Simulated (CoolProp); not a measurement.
The numbers come from the reference Helmholtz-energy equation of state, Lemmon 2006 in CoolProp. It is a short technical equation, of lower accuracy than the large ones.

Task: Give the vapour pressure (MPa), vapour density (kg/m³), enthalpy of vaporisation (kJ/kg), liquid viscosity (µPa s) of saturated C2F6 (R116) at -49.95, -44.75, -24.15 °C.

Result: 
```csv
T (°C),p (MPa),vapour density (kg/m³),enthalpy of vaporisation (kJ/kg),liquid viscosity (µPa s)
-49.95,0.371,31.1,103,260
-44.75,0.454,37.9,100,239
-24.15,0.921,78.2,86.8,169
```

Viscosity comes from a separate model (Huber 2003), an estimate that may be off by 10 % or more.
